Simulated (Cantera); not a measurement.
An isothermal, constant-pressure homogeneous reactor starts with NO : N₂ = 1 : 0.28 (molar parts), at 1500 K and 110000 Pa. Integrator tolerance rtol = 1e-08.

Detailed kinetics in Cantera: GRI-Mech 3.0 (53 species, 325 reactions).

Q: What does this change do: temperature 1500 to 1900 K?

A: 
```csv
quantity,before,after
x(NO) at 20.0 s,0.592 (gas-phase equilibrium 0.00147),0.0108 (gas-phase equilibrium 0.00685)
x(N₂) at 20.0 s,0.313 (gas-phase equilibrium 0.609),0.604 (gas-phase equilibrium 0.606)
x(N₂O) at 20.0 s,0.000117 (gas-phase equilibrium 8.32e-8),3.84e-7 (gas-phase equilibrium 3.58e-7)
x(O) at 20.0 s,1.22e-6 (gas-phase equilibrium 2.43e-6),0.000178 (gas-phase equilibrium 0.000178)
x(O₂) at 20.0 s,0.0928 (gas-phase equilibrium 0.390),0.385 (gas-phase equilibrium 0.387)
```

Q: What does this change do: temperature 1500 to 2125 K?

A: 
```tsv
quantity	before	after
x(NO) at 20.0 s	0.592 (gas-phase equilibrium 0.00147)	0.0126 (gas-phase equilibrium 0.0126)
x(N₂) at 20.0 s	0.313 (gas-phase equilibrium 0.609)	0.603 (gas-phase equilibrium 0.603)
x(N₂O) at 20.0 s	0.000117 (gas-phase equilibrium 8.32e-8)	6.43e-7 (gas-phase equilibrium 6.43e-7)
x(O) at 20.0 s	1.22e-6 (gas-phase equilibrium 2.43e-6)	0.000981 (gas-phase equilibrium 0.000981)
x(O₂) at 20.0 s	0.0928 (gas-phase equilibrium 0.390)	0.384 (gas-phase equilibrium 0.384)
```

Q: What does this change do: temperature 1500 to 1475 K?

A: 
| quantity | before | after |
|---|---|---|
| x(NO) at 20.0 s | 0.592 (gas-phase equilibrium 0.00147) | 0.635 (gas-phase equilibrium 0.00130) |
| x(N₂) at 20.0 s | 0.313 (gas-phase equilibrium 0.609) | 0.291 (gas-phase equilibrium 0.609) |
| x(N₂O) at 20.0 s | 0.000117 (gas-phase equilibrium 8.32e-8) | 0.000132 (gas-phase equilibrium 7.41e-8) |
| x(O) at 20.0 s | 1.22e-6 (gas-phase equilibrium 2.43e-6) | 7.60e-7 (gas-phase equilibrium 1.72e-6) |
| x(O₂) at 20.0 s | 0.0928 (gas-phase equilibrium 0.390) | 0.0713 (gas-phase equilibrium 0.390) |
